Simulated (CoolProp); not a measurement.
A single-stage vapour-compression cycle with R123: evaporating at 264.15 K (dew point), condensing at 325.15 K (bubble point), superheat 8 K, subcooling 2 K, compressor efficiency 0.75, no pressure losses. Each further row changes one setting.

The numbers come from the reference Helmholtz-energy equation of state, Younglove 1994 in CoolProp. It is a modified Benedict-Webb-Rubin equation, recast in Helmholtz form.

```tsv
case	cooling COP	pressure ratio	discharge temperature (K)	refrigerating effect (kJ/kg)	volumetric capacity (kJ/m³)
as stated	[?]	10.6	349.5	130	190
evaporating temperature 269.15 K	2.96	[?]	347.1	[?]	243
condensing temperature 320.15 K	[?]	9.10	[?]	135	197
subcooling 7 K	2.71	10.6	349.5	135	197
superheat 18 K	[?]	10.6	360.5	137	192
compressor efficiency 0.65	2.26	10.6	[?]	130	190
```

### Question
Complete the blanks.

### Answer

- as stated, cooling COP: 2.61
- evaporating temperature 269.15 K, pressure ratio: 8.33
- evaporating temperature 269.15 K, refrigerating effect (kJ/kg): 133
- condensing temperature 320.15 K, cooling COP: 2.91
- condensing temperature 320.15 K, discharge temperature (K): 344.2
- superheat 18 K, cooling COP: 2.64
- compressor efficiency 0.65, discharge temperature (K): 359.5
